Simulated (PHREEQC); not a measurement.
Consider water at 45 °C with 0.076 mol/kgw HCl, 0.0093 mol/kgw CuSO4 and 0.085 mol/kgw KCl. Closed to the air; pH follows from the charge balance.

All values are PHREEQC results (ion-association model, phreeqc.dat), not measurements.

Question: The ionic strength comes out as 0.178 mol/kgw. What activity coefficients do H+, SO4-2, CuCl+, K+, Cl- get?

Answer: H+ 0.80, SO4-2 0.29, CuCl+ 0.72, K+ 0.71, Cl- 0.72.

This is a speciation only: nothing precipitates in the calculation. Away from 25 °C the constants follow the database's enthalpies or fits; those with neither stay at their 25 °C values.
